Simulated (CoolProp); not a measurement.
A single-stage vapour-compression cycle with R22: evaporating at 218.15 K (dew point), condensing at 278.15 K (bubble point), superheat 5 K, subcooling 5 K, compressor efficiency 0.6, no pressure losses. Each further row changes one setting.

The numbers come from the reference Helmholtz-energy equation of state, Kamei 1995 in CoolProp.

| case | cooling COP | pressure ratio | discharge temperature (K) | refrigerating effect (kJ/kg) | volumetric capacity (kJ/m³) |
|---|---|---|---|---|---|
| as stated | ___ | 11.8 | 387.4 | 184 | 433 |
| evaporating temperature 223.15 K | ___ | ___ | 375.4 | ___ | 562 |
| condensing temperature 273.15 K | 1.96 | ___ | 376.3 | 190 | 447 |
| subcooling 10 K | 1.81 | 11.8 | 387.4 | 190 | 447 |
| superheat 15 K | 1.73 | 11.8 | 400.9 | 190 | ___ |
| compressor efficiency 0.5 | ___ | 11.8 | ___ | 184 | 433 |

Question: What belongs in the gaps?

Answer: 
- as stated, cooling COP: 1.75
- evaporating temperature 223.15 K, cooling COP: 2.00
- evaporating temperature 223.15 K, pressure ratio: 9.05
- evaporating temperature 223.15 K, refrigerating effect (kJ/kg): 186
- condensing temperature 273.15 K, pressure ratio: 10.0
- superheat 15 K, volumetric capacity (kJ/m³): 427
- compressor efficiency 0.5, cooling COP: 1.46
- compressor efficiency 0.5, discharge temperature (K): 414.1
